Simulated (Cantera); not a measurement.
A Cantera script and what it prints.

```python
import numpy as np
import cantera as ct

gas_names = [...]  # 45 gases of nasa_gas.yaml made of C, N, O
cond_names = """
    C(gr)
""".split()


# ... load() reads the species with a 1 bar reference pressure and builds the phases ...
atoms = {
    'CO': {'C': 1, 'O': 1},
    'CO2': {'C': 1, 'O': 2},
    'N2': {'N': 2},
}
top_T = {'C(gr)': 4500}  # K; cautious upper limits of use, not melting points


# ... equilibrate(T, P, feed) seeds the gas with the atoms and calls Mixture.equilibrate('TP', solver="vcs", rtol=1e-11, max_steps=5000) ...
results = []
feed = {'CO': 1, 'CO2': 1, 'N2': 2.1}  # mol
P = 133.322  # Pa
for T in [2500, 2750, 3000, 3250, 3500, 3750, 4000, 4250, 4500, 4750, 5000]:
    mix = equilibrate(T, P, feed)
    results.append((T, P, feed, dict(zip(mix.species_names, mix.species_moles))))
    x = sorted(zip(gas.X, gas.species_names), reverse=True)
    print(f"T = {T:g} K  P = {P:g} Pa  gas = {mix.phase_moles(0):.4g} mol")
    print("   x: " + "  ".join(f"{s} {v:.3e}" for v, s in x if v > 0.0001))
    print("   condensed (mol): " + ("  ".join(f"{mix.phase(i).name} {mix.phase_moles(i):.4g}"
          for i in range(1, mix.n_phases) if mix.phase_moles(i) > 1e-12) or "none"))
```

Output:

```
T = 2500 K  P = 133.322 Pa  gas = 4.615 mol
   x: N2 4.515e-01  CO 3.661e-01  O 7.361e-02  CO2 6.726e-02  O2 3.440e-02  NO 7.044e-03
   condensed (mol): none
T = 2750 K  P = 133.322 Pa  gas = 4.937 mol
   x: N2 4.220e-01  CO 3.907e-01  O 1.507e-01  O2 1.533e-02  CO2 1.442e-02  NO 6.774e-03
   condensed (mol): none
T = 3000 K  P = 133.322 Pa  gas = 5.059 mol
   x: N2 4.128e-01  CO 3.928e-01  O 1.836e-01  NO 4.465e-03  O2 3.507e-03  CO2 2.560e-03  N 2.450e-04
   condensed (mol): none
T = 3250 K  P = 133.322 Pa  gas = 5.089 mol
   x: N2 4.107e-01  CO 3.925e-01  O 1.916e-01  NO 2.785e-03  N 1.083e-03  O2 7.836e-04  CO2 5.223e-04
   condensed (mol): none
T = 3500 K  P = 133.322 Pa  gas = 5.104 mol
   x: N2 4.086e-01  CO 3.917e-01  O 1.936e-01  N 3.879e-03  NO 1.808e-03  O2 2.056e-04  CO2 1.305e-04
   condensed (mol): none
T = 3750 K  P = 133.322 Pa  gas = 5.126 mol
   x: N2 4.032e-01  CO 3.901e-01  O 1.937e-01  N 1.168e-02  NO 1.225e-03
   condensed (mol): none
T = 4000 K  P = 133.322 Pa  gas = 5.177 mol
   x: N2 3.900e-01  CO 3.861e-01  O 1.924e-01  N 3.036e-02  NO 8.559e-04  C 2.060e-04
   condensed (mol): none
T = 4250 K  P = 133.322 Pa  gas = 5.289 mol
   x: CO 3.766e-01  N2 3.622e-01  O 1.899e-01  N 6.905e-02  C 1.431e-03  NO 6.048e-04
   condensed (mol): none
T = 4500 K  P = 133.322 Pa  gas = 5.522 mol
   x: CO 3.542e-01  N2 3.112e-01  O 1.886e-01  N 1.375e-01  C 7.691e-03  NO 4.270e-04  CN 2.380e-04
   condensed (mol): none
T = 4750 K  P = 133.322 Pa  gas = 5.987 mol
   x: CO 3.035e-01  N 2.359e-01  N2 2.324e-01  O 1.972e-01  C 2.985e-02  CN 5.410e-04  NO 3.042e-04  Electron 1.560e-04  C+ 1.085e-04
   condensed (mol): none
T = 5000 K  P = 133.322 Pa  gas = 6.774 mol
   x: N 3.395e-01  O 2.248e-01  CO 2.177e-01  N2 1.398e-01  C 7.629e-02  CN 7.566e-04  Electron 4.644e-04  C+ 4.171e-04  NO 2.170e-04
   condensed (mol): none
```

Cantera equilibrium calculation (NASA polynomials, part measured and part estimated; ideal gas, pure solids and liquids).
